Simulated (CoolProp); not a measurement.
Vapour-liquid equilibrium of n-hexane (1) + p-xylene (2) at 617 kPa; x and y are mole fractions of (1).

Values from CoolProp's multi-fluid Helmholtz-energy mixture model, Thol 2019 and Zhou 2012; pair parameters Bell 2016.

```csv
x,bubble temperature (K),y at the bubble point,dew temperature at overall composition x (K),liquid density (mol/L)
0.05,486.5,0.160,492.3,6.268
0.125,475.5,0.348,488.4,6.324
0.2,466.0,0.489,484.3,6.362
0.275,457.8,0.596,479.9,6.384
0.35,450.8,0.678,475.3,6.394
0.425,444.7,0.743,470.5,6.394
0.5,439.3,0.795,465.2,6.385
0.575,434.4,0.839,459.5,6.369
0.65,430.0,0.876,453.3,6.348
0.725,426.0,0.908,446.4,6.321
0.8,422.3,0.936,438.8,6.291
0.875,418.7,0.962,430.1,6.257
0.95,415.4,0.985,420.3,6.220
```

No azeotrope shows between x = 0.05 and 0.95.

The pair parameters rest on a limited set of measurements; away from them the model extrapolates. The gap from Raoult's law changes sign with composition, which may be real or a fault of the pair parameters; it wasn't checked against measurements.
